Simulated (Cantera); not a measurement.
A perfectly stirred reactor is fed with 4.02 % CH₃OH, 0.363 % O₂, 95.6 % N₂, at 1.00 bar; it is held at 1175 K, and followed from long to short residence time.

Detailed kinetics in Cantera: GRI-Mech 3.0 (53 species, 325 reactions). GRI-Mech 3.0 was tuned for natural gas; its chemistry of methanol as a main component is partial and can be far from experiment.

Task: Predict: x(CH₃OH) at τ = 0.330 s; x(O₂) at τ = 0.330 s; x(CH₂CO) at τ = 0.330 s; x(CH₃OH) at τ = 13.0 ms; x(O₂) at τ = 13.0 ms; x(CH₂CO) at τ = 13.0 ms.

Result: 
```
Quantity                   Result
-----------------------  --------
x(CH₃OH) at τ = 0.330 s  0.000808
x(O₂) at τ = 0.330 s     0.000148
x(CH₂CO) at τ = 0.330 s   1.56e-7
x(CH₃OH) at τ = 13.0 ms   0.00761
x(O₂) at τ = 13.0 ms     0.000228
x(CH₂CO) at τ = 13.0 ms   1.91e-6
```
